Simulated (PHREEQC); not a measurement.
NaOH is added in steps, without added water, to 1 kg of water holding 0.0094 mol H3BO3 and 0.049 mol Na2HPO4, at 25 °C. Oxygen alone is held at its pressure in air (log pO2 = -0.68). No CO2 enters from the air. Precipitation was switched off in this run.

Base run: PHREEQC, ion-association model, phreeqc.dat. Each further column changes one thing. The table gives PO4-3 (mol/kgw).

```json
[
 {"NaOH added (mol)": "0", "base": "2.15e-5", "Debye-Hückel limiting law": "3.09e-5", "Davies equation for every ion": "1.76e-5", "metal-ligand complexes left out": "2.39e-5", "database wateq4f.dat": "1.71e-5"},
 {"NaOH added (mol)": "0.001625", "base": "4.16e-5", "Debye-Hückel limiting law": "6.52e-5", "Davies equation for every ion": "3.38e-5", "metal-ligand complexes left out": "4.57e-5", "database wateq4f.dat": "3.25e-5"},
 {"NaOH added (mol)": "0.00325", "base": "7.81e-5", "Debye-Hückel limiting law": "0.000128", "Davies equation for every ion": "6.34e-5", "metal-ligand complexes left out": "8.51e-5", "database wateq4f.dat": "6.05e-5"},
 {"NaOH added (mol)": "0.004875", "base": "0.000142", "Debye-Hückel limiting law": "0.000235", "Davies equation for every ion": "0.000116", "metal-ligand complexes left out": "0.000154", "database wateq4f.dat": "0.000110"},
 {"NaOH added (mol)": "0.0065", "base": "0.000265", "Debye-Hückel limiting law": "0.000429", "Davies equation for every ion": "0.000217", "metal-ligand complexes left out": "0.000286", "database wateq4f.dat": "0.000207"},
 {"NaOH added (mol)": "0.008125", "base": "0.000537", "Debye-Hückel limiting law": "0.000805", "Davies equation for every ion": "0.000453", "metal-ligand complexes left out": "0.000571", "database wateq4f.dat": "0.000436"},
 {"NaOH added (mol)": "0.00975", "base": "0.00116", "Debye-Hückel limiting law": "0.00151", "Davies equation for every ion": "0.00104", "metal-ligand complexes left out": "0.00121", "database wateq4f.dat": "0.00102"},
 {"NaOH added (mol)": "0.01137", "base": "0.00220", "Debye-Hückel limiting law": "0.00257", "Davies equation for every ion": "0.00207", "metal-ligand complexes left out": "0.00225", "database wateq4f.dat": "0.00206"},
 {"NaOH added (mol)": "0.013", "base": "0.00345", "Debye-Hückel limiting law": "0.00385", "Davies equation for every ion": "0.00331", "metal-ligand complexes left out": "0.00351", "database wateq4f.dat": "0.00330"}
]
```

 H3PO4, which wateq4f.dat lacks, is added to it with the constant of phreeqc.dat. phreeqc.dat and wateq4f.dat share most of their constants, so their agreement is no independent check.
